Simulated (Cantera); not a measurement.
An adiabatic, constant-volume homogeneous reactor starts with 42.1 % H₂, 16.2 % O₂, 41.7 % N₂, equivalence ratio 1.3, at 1200 K and 3750 Torr.

Model: GRI-Mech 3.0 (53 species, 325 reactions), integrated in Cantera. The hydrogen kinetics of GRI-Mech 3.0 are dated; newer H2 mechanisms differ, most at raised pressure. Above 3000 K some thermodynamic fits are extrapolated.

Problem. Predict: time of steepest temperature rise; temperature at 0.500 s; equilibrium temperature; x(H₂) at 0.500 s; x(O₂) at 0.500 s; x(NO) at 0.500 s; x(O) at 0.500 s; x(H) at 0.500 s; x(N₂O) at 0.500 s; x(H₂O₂) at 0.500 s.

Solution. time of steepest temperature rise: 13.9 µs
temperature at 0.500 s: 3255 K
equilibrium temperature: 3255 K
x(H₂) at 0.500 s: 0.131 (gas-phase equilibrium 0.131)
x(O₂) at 0.500 s: 0.00475 (gas-phase equilibrium 0.00475)
x(NO) at 0.500 s: 0.00740 (gas-phase equilibrium 0.00740)
x(O) at 0.500 s: 0.00509 (gas-phase equilibrium 0.00509)
x(H) at 0.500 s: 0.0344 (gas-phase equilibrium 0.0344)
x(N₂O) at 0.500 s: 1.14e-6 (gas-phase equilibrium 1.14e-6)
x(H₂O₂) at 0.500 s: 1.84e-6 (gas-phase equilibrium 1.84e-6)
